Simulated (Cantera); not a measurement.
Cantera with NASA thermochemical tables; ideal gases at 1 bar, condensed phases pure. Values are per mole of reaction as written; species without (g) are pure solids or liquids, kept so even where they would boil at 1 bar.

2 Ni₃S₄ + 2 H(g) + 2 CS₂(g) → C₂H₂(g) + 6 NiS₂

| T (K) | ΔH° (kJ) | ΔS° (J/K) | ΔG° (kJ) | log10 K |
|---|---|---|---|---|
| 300 | -627.7 | -445.6 | -494.0 | 86.02 |
| 448 | … | … | … | … |
| 473 | … | … | … | … |
| 498 | -630.3 | -451.4 | -405.5 | 42.53 |
| 523 | -631.1 | -453.0 | -394.2 | 39.37 |
| 548 | … | … | … | … |
| 573 | -633.0 | -456.5 | -371.4 | 33.86 |
| 598 | -634.1 | -458.4 | -360.0 | 31.44 |

Task: Complete the blanks.

Result: 
- 448, ΔH° (kJ): -629.0
- 448, ΔS° (J/K): -448.7
- 448, ΔG° (kJ): -428.0
- 448, log10 K: 49.90
- 473, ΔH° (kJ): -629.6
- 473, ΔS° (J/K): -449.9
- 473, ΔG° (kJ): -416.7
- 473, log10 K: 46.02
- 548, ΔH° (kJ): -632.0
- 548, ΔS° (J/K): -454.7
- 548, ΔG° (kJ): -382.8
- 548, log10 K: 36.49
